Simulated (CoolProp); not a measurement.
Model: reference Helmholtz-energy equation of state, Zhou 2012, in CoolProp.

Question: For p-xylene, give the phase and the cp (kJ/(kg K)), cv (kJ/(kg K)), speed of sound (m/s), viscosity (µPa s) at 180.55 °C and 3920 kPa; 193.65 °C and 3920 kPa; 200.15 °C and 3920 kPa.

Answer: 
- 180.55 °C and 3920 kPa: liquid; cp 2.26, cv 1.82, speed of sound 760, viscosity 173
- 193.65 °C and 3920 kPa: liquid; cp 2.31, cv 1.86, speed of sound 716, viscosity 158
- 200.15 °C and 3920 kPa: liquid; cp 2.33, cv 1.88, speed of sound 694, viscosity 152

Viscosity comes from a separate model (Balogun 2015).
